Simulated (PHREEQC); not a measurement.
# Copper plating or etch bath (model solution)

Dissolve 9.7 mmol/kgw CuCl2 and 6.8 mmol/kgw H2SO4 at 25 °C. Closed to the air; pH follows from the charge balance.

All values are PHREEQC results (ion-association model, phreeqc.dat), not measurements.

Each row changes one thing in this solution. This is a speciation only: nothing precipitates in the calculation.

| case | pH | ionic strength (mol/kgw) | SO4-2 (mol/kgw) | HSO4- (mol/kgw) |
|---|---|---|---|---|
| as made | 2.00 | 0.0395 | 0.00342 | 0.00197 |
| diluted 2-fold with water | 2.27 | 0.0208 | 0.00208 | 0.000723 |
| CuCl2 from 0.0097 to 0.00485 mol/kgw | 2.00 | 0.0268 | 0.00366 | 0.00226 |
| diluted 100-fold with water | 3.88 | 0.000489 | 6.61e-5 | 7.87e-7 |
| H2SO4 from 0.0068 to 0.00136 mol/kgw | 2.64 | 0.0307 | 0.000820 | 0.000112 |
| temperature from 25 to 60 °C | 2.04 | 0.0369 | 0.00256 | 0.00307 |
| CuCl2 left out | 2.01 | 0.0150 | 0.00408 | 0.00272 |
| H2SO4 from 0.0068 to 0.00748 mol/kgw | 1.96 | 0.0406 | 0.00369 | 0.00230 |

Away from 25 °C the constants follow the database's enthalpies or fits; those with neither stay at their 25 °C values.
